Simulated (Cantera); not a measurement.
Charge: 1 mol Si, 0.047 mol H₂O, 210 mol N₂, held at 0.133 bar.

Cantera equilibrium calculation (NASA polynomials, part measured and part estimated; ideal gas, pure solids and liquids). Candidate condensed phases: H₂O, Si, SiO₂, Si₂N₂O, Si₃N₄; 35 gas species. N₂ is the only nitrogen source here; it is nearly inert below about 1500 K, so the nitride shown seldom forms there in practice. Mutual solubility and eutectic melting of coexisting phases are not modelled. The tables' values for SiN are old estimates; treat these amounts as uncertain. Rates play no part.

log p: log10 of the partial pressure in bar; n: condensed amount in mol.

| T (K) | log p N₂ | log p H₂ | log p SiO | log p Si | n Si₂N₂O(s) | n Si₃N₄(s) |
|---|---|---|---|---|---|---|
| 923 | -0.88 | -4.52 | <-12 | <-12 | 0.0470 | 0.302 |
| 1073 | -0.88 | -4.52 | <-12 | <-12 | 0.0470 | 0.302 |
| 1223 | -0.88 | -4.52 | -11.79 | <-12 | 0.0470 | 0.302 |
| 1373 | -0.88 | -4.52 | -9.08 | -12.50 | 0.0470 | 0.302 |
| 1523 | -0.88 | -4.52 | ___ | ___ | 0.0468 | 0.302 |
| 1673 | -0.88 | -4.53 | ___ | ___ | ___ | 0.306 |
| 1823 | -0.88 | -4.54 | -4.52 | -6.03 | 0 | 0.317 |
| 1973 | -0.88 | -4.58 | -4.52 | -4.54 | 0 | 0.297 |

Q: What belongs in the gaps?

A: 
- 1523, log p SiO: -6.91
- 1523, log p Si: -9.91
- 1673, log p SiO: -5.14
- 1673, log p Si: -7.80
- 1673, n Si₂N₂O(s): 0.0356
